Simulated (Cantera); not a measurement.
Input: 1 mol SiH₄, 4.6 mol N₂O, at 30.0 Pa.

Equilibrium computed with Cantera from the NASA thermochemical tables; the gas is ideal and each condensed phase is pure. Candidate condensed phases: H₂O, Si, SiO₂, Si₂N₂O, Si₃N₄; 35 gas species. The tables hold silica as quartz up to 1696 K and as liquid above; real silica turns to tridymite and cristobalite and melts near 1996 K. Equilibrium is a limit: real reactors are often held back by kinetics, nucleation or transport.

log p: log10 of the partial pressure in bar; n: condensed amount in mol.

```tsv
T (°C)	log p N₂	log p H₂O	log p O₂	log p NO	log p OH	n SiO₂(α-quartz)	n SiO₂(β-quartz)
325	-3.70	-4.06	-4.88	-11.61	-15.21	1.00	0
425	-3.70	-4.06	-4.88	-10.47	-13.19	1.00	0
525	-3.70	-4.06	-4.88	-9.61	-11.67	1.00	0
625	-3.70	-4.06	-4.88	?	?	0	1.00
725	-3.70	-4.06	-4.88	?	?	0	1.00
825	-3.70	-4.06	-4.88	-7.98	-8.76	0	1.00
925	-3.70	-4.06	-4.89	-7.62	-8.12	0	1.00
1025	-3.70	-4.06	-4.89	-7.31	-7.57	0	1.00
```

Question: Some entries are withheld; supply them.

Answer: 
- 625, log p NO: -8.95
- 625, log p OH: -10.49
- 725, log p NO: -8.42
- 725, log p OH: -9.54
